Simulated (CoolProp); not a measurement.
Vapour-liquid equilibrium of CHF3 (R23) (1) + R143a (2) at 261.4 K; x and y are mole fractions of (1).

Values from CoolProp's multi-fluid Helmholtz-energy mixture model, Penoncello 2003 and Lemmon and Jacobsen 2000; pair parameters Bell 2016.

```
x     bubble pressure, mixture model (MPa)  bubble pressure, Raoult's law (MPa)  y, mixture model  y, Raoult's law
----  ------------------------------------  -----------------------------------  ----------------  ---------------
0.05                                     …                               0.4908             0.139            0.182
0.2                                 0.6504                               0.6962                 …            0.515
0.35                                0.8496                               0.9016             0.640            0.695
0.5                                  1.059                                1.107             0.765            0.809
0.65                                 1.271                                1.312             0.852            0.887
0.8                                  1.487                                1.518                 …            0.944
0.95                                     …                                1.723             0.980            0.988
```

Q: What belongs in the gaps?

A: 
- 0.05, bubble pressure, mixture model (MPa): 0.4738
- 0.2, y, mixture model: 0.447
- 0.8, y, mixture model: 0.921
- 0.95, bubble pressure, mixture model (MPa): 1.712

The largest gap from Raoult's law is -6.6 % in bubble pressure, at x = 0.2. No azeotrope shows between x = 0.05 and 0.95.

The pair parameters rest on a limited set of measurements; away from them the model extrapolates.
